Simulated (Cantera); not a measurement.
A closed system holds: 1 mol CaCl2, a varied amount of H2, held at 1325 °C and 0.240 bar.

Method: chemical equilibrium by Gibbs-energy minimisation in Cantera with the NASA 1993 tables (ideal gas, pure condensed phases). Candidate condensed phases: Ca, CaCl2; 9 gas species. Rates play no part.

Question: What share of the Ca ends up in condensed phases as a function of n(H2) (mol), at 0.81, 1.6, 3.1, 6, 12, 23, 45, 87, 170, 330?

Answer: 
```csv
n(H2) (mol),Ca condensed (%),as
0.81,98.0,CaCl2(l)
1.6,96.0,CaCl2(l)
3.1,92.3,CaCl2(l)
6,85.1,CaCl2(l)
12,70.2,CaCl2(l)
23,42.9,CaCl2(l)
45,0.0,-
87,0.0,-
170,0.0,-
330,0.0,-
```
